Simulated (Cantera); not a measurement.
A closed system holds: 1 mol CH₃OH, 4.1 mol CO₂, 31 mol H₂, equilibrated at 1.50 bar.

Cantera equilibrium calculation (NASA polynomials, part measured and part estimated; ideal gas, pure solids and liquids). Candidate condensed phases: C, C₆H₆, C₇H₈, C₈H₁₈, H₂O; 110 gas species. The numbers say what is thermodynamically allowed, not how fast it happens.

**Question.** At 2223 K, list the 4 most abundant gas species with their mole fractions, and the condensed phases.

**Answer.** H₂ 0.758, CO 0.130, H₂O 0.104, H 0.00455. Condensed: gas only.
